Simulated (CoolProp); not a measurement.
Vapour-liquid equilibrium of trans-2-butene (1) + methanol (2) at 1.06 MPa; x and y are mole fractions of (1).

Values from CoolProp's multi-fluid Helmholtz-energy mixture model, Lemmon 2005 and de Reuck 1993; pair parameters Bell 2016.

Problem. Give the bubble temperature and the first vapour's composition at x = 0.05, 0.5, 0.65. Is there an azeotrope?

Solution. x = 0.05: 121.4 °C, y = 0.364; x = 0.5: 83.6 °C, y = 0.808; x = 0.65: 83.3 °C, y = 0.812. y crosses x between x = 0.8 and 0.95: the model has an azeotrope there.

The pair parameters rest on a limited set of measurements; away from them the model extrapolates. With so large a gap from Raoult's law the liquid may split in two, which this calculation doesn't test in full.
